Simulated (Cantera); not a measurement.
**Stirred combustor or abatement burner**

A perfectly stirred reactor is fed with 2.66 % C₃H₈, 20.5 % O₂, 76.9 % N₂, equivalence ratio 0.65, at 1000000 Pa; it is adiabatic with a 375 K inlet, and is followed from long to short residence time, starting on the burning branch (τ in s: 0.03, 0.012, 0.0045, 0.0018, 0.00069, 0.00027, 0.0001, 4.1e-05, 1.6e-05, 6.2e-06).

Model: GRI-Mech 3.0 (53 species, 325 reactions), integrated in Cantera. GRI-Mech 3.0 was tuned for natural gas; its chemistry of propane as a main component is partial and can be far from experiment.

| τ (s) | T (K) | x C₃H₈ | x O₂ | x CH₂ | x CH₃ | x H | x CO₂ | x CH₂O |
|---|---|---|---|---|---|---|---|---|
| 0.030 | 1854 | 7.01e-7 | 0.0697 | 1.17e-8 | 8.96e-7 | 2.08e-6 | 0.0775 | 5.92e-7 |
| 0.012 | 1851 | 1.52e-6 | 0.0698 | 2.80e-8 | 1.81e-6 | 4.12e-6 | 0.0772 | 1.22e-6 |
| 0.0045 | 1847 | 3.33e-6 | 0.0699 | 6.98e-8 | 3.64e-6 | 9.37e-6 | 0.0768 | 2.59e-6 |
| 0.0018 | 1838 | 6.75e-6 | 0.0703 | 1.60e-7 | 6.82e-6 | 2.08e-5 | 0.0759 | 5.21e-6 |
| 0.00069 | 1823 | 1.40e-5 | 0.0711 | 3.70e-7 | 1.30e-5 | 4.77e-5 | 0.0742 | 1.11e-5 |
| 0.00027 | 1793 | 2.96e-5 | 0.0728 | 8.15e-7 | 2.54e-5 | 0.000102 | 0.0708 | 2.44e-5 |
| 0.00010 | 1714 | 8.58e-5 | 0.0782 | 1.77e-6 | 6.33e-5 | 0.000188 | 0.0612 | 7.22e-5 |
| 4.1e-5 | 375 | 0.0266 | 0.205 | <1e-12 | <1e-12 | <1e-12 | <1e-12 | <1e-12 |
| 1.6e-5 | 375 | 0.0266 | 0.205 | <1e-12 | <1e-12 | <1e-12 | <1e-12 | <1e-12 |
| 6.2e-6 | 375 | 0.0266 | 0.205 | <1e-12 | <1e-12 | <1e-12 | <1e-12 | <1e-12 |
x: mole fraction; the columns are a selection and need not sum to one.
